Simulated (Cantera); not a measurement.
Charge: 1 mol CH3F, 0.43 mol F2, equilibrated at 0.450 Torr.

Cantera equilibrium calculation (NASA polynomials, part measured and part estimated; ideal gas, pure solids and liquids). Candidate condensed phases: C, C6H6, C7H8, C8H18; 95 gas species. Equilibrium is a limit: real reactors are often held back by kinetics, nucleation or transport.

Task: At 2175 °C, list the 4 most abundant gas species with their mole fractions, and the condensed phases.

Result: HF 0.668, H 0.240, H2 0.0870, F 0.00335. Condensed: C(graphite).
